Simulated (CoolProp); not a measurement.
Vapour-liquid equilibrium of R1234yf (1) + R152A (2) at 257 K; x and y are mole fractions of (1).

The numbers come from the multi-fluid Helmholtz-energy mixture model, Lemmon 2022 and Outcalt 1996; pair parameters Bell 2023 in CoolProp.

```tsv
x	bubble pressure, mixture model (MPa)	bubble pressure, Raoult's law (MPa)	y, mixture model	y, Raoult's law
0.05	0.1470	0.1435	0.080	0.061
0.2	0.1585	0.1486	?	0.236
0.35	0.1662	0.1537	0.412	0.400
0.5	?	0.1588	?	0.553
0.65	0.1742	0.1638	0.670	0.697
0.8	0.1757	0.1689	?	0.832
0.95	0.1759	0.1740	0.949	0.959
```

### Question
Complete the blanks.

### Answer

- 0.2, y, mixture model: 0.267
- 0.5, bubble pressure, mixture model (MPa): 0.1712
- 0.5, y, mixture model: 0.542
- 0.8, y, mixture model: 0.805

The largest gap from Raoult's law is +8.1 % in bubble pressure, at x = 0.35. y crosses x between x = 0.8 and 0.95: the model has an azeotrope there.

The pair parameters rest on a limited set of measurements; away from them the model extrapolates.
